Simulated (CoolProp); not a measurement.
CHF3 (R23) along the isotherm 320.2 K: fugacity coefficient from the reference equation and from simpler models built on Tc = 299.3 K, pc = 4.832 MPa, ω = 0.263; each cubic takes its own stable root.

Computed with CoolProp (reference Helmholtz-energy equation of state, Penoncello 2003).

```json
[
 {"p (MPa)": "0.0229", "phase": "gas", "reference": "0.9986"},
 {"p (MPa)": "0.0408", "phase": "gas", "reference": "0.9976"},
 {"p (MPa)": "0.0725", "phase": "gas", "reference": "0.9957"},
 {"p (MPa)": "0.129", "phase": "gas", "reference": "0.9924"},
 {"p (MPa)": "0.229", "phase": "gas", "reference": "0.9865"},
 {"p (MPa)": "0.408", "phase": "gas", "reference": "0.9760"},
 {"p (MPa)": "0.725", "phase": "gas", "reference": "0.9574"},
 {"p (MPa)": "1.29", "phase": "gas", "reference": "0.9248"},
 {"p (MPa)": "2.29", "phase": "gas", "reference": "0.8682"},
 {"p (MPa)": "4.08", "phase": "gas", "reference": "0.7699"},
 {"p (MPa)": "7.25", "phase": "supercritical", "reference": "0.6010"}
]
```

### Question
How far does each simpler model (van der Waals, Redlich-Kwong, Soave-Redlich-Kwong) lie from the reference over these 11 states: mean and median of the absolute difference, and the worst?

### Answer
- van der Waals: mean 0.7 %, median 0.3 %, worst +2.5 % at 320.2 K and 4.08 MPa
- Redlich-Kwong: mean 0.2 %, median 0.1 %, worst +0.5 % at 320.2 K and 4.08 MPa
- Soave-Redlich-Kwong: mean 0.6 %, median 0.1 %, worst +3.6 % at 320.2 K and 7.25 MPa
